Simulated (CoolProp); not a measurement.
Vapour-liquid equilibrium of sulfur dioxide (1) + toluene (2) at 0.0167 MPa; x and y are mole fractions of (1).

The numbers come from the multi-fluid Helmholtz-energy mixture model, Gao 2016 and Lemmon 2006; pair parameters Bell 2016 in CoolProp.

**Question.** Give the bubble temperature and the first vapour's composition at x = 0.725, 0.8, 0.875. Is there an azeotrope?

**Answer.** x = 0.725: 233.7 K, y = 0.999; x = 0.8: 232.2 K, y = 1.000; x = 0.875: 230.9 K, y = 1.000. No azeotrope shows between x = 0.05 and 0.95.

Pair parameters are fitted to limited data, so mixtures are less certain than the pure fluids. The gap from Raoult's law changes sign with composition, which may be real or a fault of the pair parameters; it wasn't checked against measurements.
